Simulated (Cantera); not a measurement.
## Thermodynamics of sublimation and decomposition of ceramics, feed MgO + H2

Charge: 1 mol MgO, 0.39 mol H2, at 1.00 bar.

Cantera equilibrium calculation (NASA polynomials, part measured and part estimated; ideal gas, pure solids and liquids). Candidate condensed phases: H2O, Mg, MgO, Mg(OH)2; 15 gas species. The tables' values for MgH are old estimates; treat these amounts as uncertain. Kinetics and transport are ignored.

| T (°C) | log p H2 | log p H2O | log p Mg | log p H | n MgO(s) |
|---|---|---|---|---|---|
| 1477 | 0.00 | -3.30 | -3.30 | -3.63 | 1.000 |
| 1527 | 0.00 | -3.10 | -3.10 | -3.45 | 1.000 |
| 1577 | 0.00 | -2.91 | -2.92 | -3.27 | 1.000 |
| 1627 | 0.00 | -2.73 | -2.74 | -3.10 | 0.999 |
| 1677 | 0.00 | -2.57 | -2.57 | -2.94 | 0.999 |
| 1727 | 0.00 | -2.41 | -2.41 | -2.79 | 0.998 |
| 1777 | -0.01 | -2.26 | -2.26 | -2.65 | 0.998 |
| 1827 | -0.01 | -2.11 | -2.12 | -2.51 | 0.997 |
| 1877 | -0.01 | -1.98 | -1.99 | -2.38 | 0.996 |
| 1927 | -0.01 | -1.85 | -1.86 | -2.26 | 0.994 |
| 1977 | -0.02 | -1.73 | -1.74 | -2.14 | 0.992 |
| 2027 | -0.03 | -1.61 | -1.62 | -2.03 | 0.990 |
log p: log10 of the partial pressure in bar; n: condensed amount in mol.

From 1477 °C to 2027 °C the condensed part is MgO(s). The main Mg-bearing gas is Mg throughout.
